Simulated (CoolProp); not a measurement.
Ammonia along the isotherm 459.3 K: density (kg/m³) from the reference equation and from simpler models built on Tc = 405.6 K, pc = 11.36 MPa, ω = 0.256; each cubic takes its own stable root.

The numbers come from the reference Helmholtz-energy equation of state, Gao 2020 in CoolProp.

```csv
p (MPa),phase,reference
6.25,gas,32.37
12.5,supercritical,79.76
18.8,supercritical,162.3
25,supercritical,268.3
31.2,supercritical,332.3
37.5,supercritical,370.3
43.8,supercritical,396.4
50,supercritical,416.2
56.2,supercritical,432.3
62.5,supercritical,446.1
68.8,supercritical,458.0
75,supercritical,468.5
81.2,supercritical,477.9
87.5,supercritical,486.6
93.8,supercritical,494.6
100,supercritical,501.9
```

Question: How far does each simpler model (ideal gas, Soave-Redlich-Kwong, Peng-Robinson) lie from the reference over these 16 states: mean and median of the absolute difference, and the worst?

Answer: 
- ideal gas: mean 35.8 %, median 35.3 %, worst -58.4 % at 459.3 K and 25 MPa
- Soave-Redlich-Kwong: mean 18.2 %, median 20.4 %, worst -23.4 % at 459.3 K and 31.2 MPa
- Peng-Robinson: mean 11.3 %, median 12.2 %, worst -16.9 % at 459.3 K and 31.2 MPa
